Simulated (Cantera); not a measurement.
A closed system holds: 1 mol Al(CH3)3, 2.9 mol N2, 220 mol H2, at 10000 Pa.

Equilibrium computed with Cantera from the NASA thermochemical tables; the gas is ideal and each condensed phase is pure. Candidate condensed phases: Al, AlN, C, C6H6, C7H8, C8H18; 97 gas species. The feed counts by its element totals alone. Rates play no part.

Problem. Which condensed phases are stable at each of these points (T (K)): 975, 1075, 1175, 1275, 1375, 1475, 1575, 1675, 1775, 1875, 1975, 2075, 2175?

Solution. 
```json
[
 {"T (K)": "975", "condensed phases": "AlN(s) + C(graphite)", "Al condensed (%)": "100.0"},
 {"T (K)": "1075", "condensed phases": "AlN(s) + C(graphite)", "Al condensed (%)": "100.0"},
 {"T (K)": "1175", "condensed phases": "AlN(s) + C(graphite)", "Al condensed (%)": "100.0"},
 {"T (K)": "1275", "condensed phases": "AlN(s) + C(graphite)", "Al condensed (%)": "100.0"},
 {"T (K)": "1375", "condensed phases": "AlN(s) + C(graphite)", "Al condensed (%)": "100.0"},
 {"T (K)": "1475", "condensed phases": "AlN(s) + C(graphite)", "Al condensed (%)": "100.0"},
 {"T (K)": "1575", "condensed phases": "AlN(s) + C(graphite)", "Al condensed (%)": "100.0"},
 {"T (K)": "1675", "condensed phases": "AlN(s) + C(graphite)", "Al condensed (%)": "99.9"},
 {"T (K)": "1775", "condensed phases": "AlN(s) + C(graphite)", "Al condensed (%)": "98.7"},
 {"T (K)": "1875", "condensed phases": "AlN(s) + C(graphite)", "Al condensed (%)": "87.1"},
 {"T (K)": "1975", "condensed phases": "AlN(s) + C(graphite)", "Al condensed (%)": "7.5"},
 {"T (K)": "2075", "condensed phases": "C(graphite)", "Al condensed (%)": "0.0"},
 {"T (K)": "2175", "condensed phases": "C(graphite)", "Al condensed (%)": "0.0"}
]
```

From 975 K to 1975 K the condensed part is AlN(s) + C(graphite). From 2075 K to 2175 K the condensed part is C(graphite).
